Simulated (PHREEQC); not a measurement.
## Acid mine or pickling water (model solution)

A made-up water analysis in mg/L, 15 °C, pH 2.89, pe 12.4:

```json
[
 {"constituent": "Na", "mg/L": "24"},
 {"constituent": "K", "mg/L": "36.5"},
 {"constituent": "Ca", "mg/L": "41.8"},
 {"constituent": "Mg", "mg/L": "17.7"},
 {"constituent": "Cl", "mg/L": "10.1"},
 {"constituent": "S(6) as SO4", "mg/L": "366"},
 {"constituent": "Si as SiO2", "mg/L": "0.906"},
 {"constituent": "Al", "mg/L": "0.0482"},
 {"constituent": "F", "mg/L": "0.15"},
 {"constituent": "Zn", "mg/L": "1.53"}
]
```

Na is adjusted to close the charge balance.
Valence states are taken as typed.

The numbers come from PHREEQC with the ion-association model, phreeqc.dat.

This is a speciation only: nothing precipitates in the calculation.

Q: What ionic strength, specific conductance does the model give?

A: ionic strength 0.0116 mol/kgw; specific conductance 954 µS/cm.

Q: In which forms is Mg present?

A: Mg+2 80 %, MgSO4 20 % of the Mg.

SiF6-2 is the database's only silicon fluoride. Fluoro complexes past AlF4- and FeF3 are missing from the database.
